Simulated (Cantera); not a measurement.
Charge: 1 mol Al, a varied amount of HCl, 520 mol N₂, equilibrated at 1850 °C and 75.0 Torr.

Cantera equilibrium calculation (NASA polynomials, part measured and part estimated; ideal gas, pure solids and liquids). Candidate condensed phases: Al, AlCl₃, AlN, NH₄Cl; 20 gas species. The tables' values for AlCl₂ are old estimates; treat these amounts as uncertain. Kinetics and transport are ignored.

x: gas mole fraction; nothing condenses.

```json
[
 {"n(HCl) (mol)": "0.53", "x N₂": "0.997", "x HCl": "5.77e-6", "x AlCl": "0.00101", "x H₂": "0.000392", "x Cl": "2.42e-6", "x Al": "(withheld)", "x H": "0.000225"},
 {"n(HCl) (mol)": "0.75", "x N₂": "0.997", "x HCl": "1.76e-5", "x AlCl": "0.00141", "x H₂": "0.000574", "x Cl": "6.13e-6", "x Al": "(withheld)", "x H": "0.000272"},
 {"n(HCl) (mol)": "1", "x N₂": "0.997", "x HCl": "9.72e-5", "x AlCl": "0.00178", "x H₂": "0.000754", "x Cl": "2.95e-5", "x Al": "(withheld)", "x H": "0.000312"},
 {"n(HCl) (mol)": "1.5", "x N₂": "0.996", "x HCl": "0.000733", "x AlCl": "0.00186", "x H₂": "0.000900", "x Cl": "0.000204", "x Al": "(withheld)", "x H": "0.000340"},
 {"n(HCl) (mol)": "2", "x N₂": "0.995", "x HCl": "0.00146", "x AlCl": "0.00183", "x H₂": "0.00100", "x Cl": "0.000384", "x Al": "(withheld)", "x H": "0.000359"},
 {"n(HCl) (mol)": "2.8", "x N₂": "0.993", "x HCl": "0.00265", "x AlCl": "0.00178", "x H₂": "0.00115", "x Cl": "0.000650", "x Al": "(withheld)", "x H": "0.000386"},
 {"n(HCl) (mol)": "4", "x N₂": "0.991", "x HCl": "0.00448", "x AlCl": "0.00170", "x H₂": "0.00136", "x Cl": "0.00101", "x Al": "(withheld)", "x H": "0.000419"},
 {"n(HCl) (mol)": "5.6", "x N₂": "0.988", "x HCl": "0.00696", "x AlCl": "0.00161", "x H₂": "0.00161", "x Cl": "0.00144", "x Al": "(withheld)", "x H": "0.000456"}
]
```

### Question
Complete the blanks.

### Answer

- 0.53, x Al: 0.000909
- 0.75, x Al: 0.000503
- 1, x Al: 0.000132
- 1.5, x Al: 1.99e-5
- 2, x Al: 1.04e-5
- 2.8, x Al: 5.97e-6
- 4, x Al: 3.67e-6
- 5.6, x Al: 2.44e-6
